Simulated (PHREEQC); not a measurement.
Consider water at 20 °C with 1.9 mol/kgw CaCl2, 0.0082 mol/kgw K2SO4 and 0.14 mol/kgw KBr. Closed to the air; pH follows from the charge balance.

Model: Pitzer model, pitzer.dat, run in PHREEQC.

Problem. The ionic strength comes out as 5.87 mol/kgw. What activity coefficients do Ca+2, SO4-2, Cl-, K+, Br- get?

Solution. Ca+2 1.3, SO4-2 0.0022, Cl- 0.60, K+ 0.76, Br- 0.78. Single-ion values are on the MacInnes scale.

Precipitation was switched off in this run. The solution is supersaturated, for example in Gypsum, so a real one may precipitate; this is no full list. Species that the database lacks are ignored.
